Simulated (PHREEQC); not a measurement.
Dissolve 0.051 mol KHCO3, 0.0014 mol NaOH and 0.00035 mol KCl per kg of water at 20 °C. Closed to the air; pH follows from the charge balance.

Model: ion-association model, phreeqc.dat, run in PHREEQC.

| Item | Value |
|---|---|
| pH | 8.64 |
| ionic strength | 0.0543 mol/kgw |
| specific conductance | 4820 µS/cm |
| density | 1.002 g/cm³ |
| total alkalinity | 52.4 meq/kg |

| species | molality | activity | log γ |
|---|---|---|---|
| K+ | 0.0513 | 0.0415 | -0.092 |
| HCO3- | 0.0491 | 0.0405 | -0.083 |
| CO3-2 | 0.00160 | 0.000744 | -0.334 |
| Na+ | 0.00136 | 0.00112 | -0.085 |
| Cl- | 0.000350 | 0.000284 | -0.091 |
| CO2 | 0.000222 | 0.000225 | 0.005 |
| NaHCO3 | 2.59e-5 | 2.62e-5 | 0.005 |
| NaCO3- | 1.46e-5 | 1.20e-5 | -0.087 |
| OH- | 3.69e-6 | 2.98e-6 | -0.093 |
| H+ | 2.70e-9 | 2.30e-9 | -0.070 |

Precipitation was switched off in this run.
